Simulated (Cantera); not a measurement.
An isothermal, constant-pressure homogeneous reactor starts with 35.7 % N2O, 64.3 % O2, at 1525 K and 9.75 Torr.

Model: GRI-Mech 3.0 (53 species, 325 reactions), integrated in Cantera. GRI-Mech 3.0 was tuned for natural gas; its chemistry of N2O as a main component is partial and can be far from experiment. Radical loss at walls, strong at low pressure, is not modelled. The temperature is held fixed by assumption; the heat of reaction is taken as removed at once.

One state of this run: x N2O = 0.262; x O2 = 0.647; x N2 = 0.0699; x NO = 0.0209; x O = 9.08e-5; x NO2 = 9.67e-6. x: mole fraction; the columns are a selection and need not sum to one.

### Question
Which value of t (s) does it belong to?
(A) 0.00518
(B) 0.268
(C) 0.0373
(D) 0.0139

### Answer
B, 0.268
